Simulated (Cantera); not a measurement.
Input: 1 mol SiCl4, 1.4 mol HCl, 0.63 mol H2, equilibrated at 1150 K and 5.50 bar.

These are equilibrium values from Cantera (NASA tables, ideal gas, pure condensed phases), not measurements of a reactor. Candidate condensed phases: Si; 19 gas species. The tables' values for SiCl3 are old estimates; treat these amounts as uncertain. The numbers say what is thermodynamically allowed, not how fast it happens.

Base state: HCl 0.465, SiCl4 0.327, H2 0.205, SiHCl3 0.00292, SiCl3 0.000255 (mole fractions); condensed: gas only.

Question: What changes in the equilibrium state with this change: HCl from 1.4 to 0.64 mol?

Answer: 
```
species   before    after
-------  -------  -------
SiCl4      0.327    0.432
HCl        0.465    0.291
H2         0.205    0.269
SiH2Cl2  3.28e-6  1.91e-5
SiHCl3   0.00292  0.00811
```
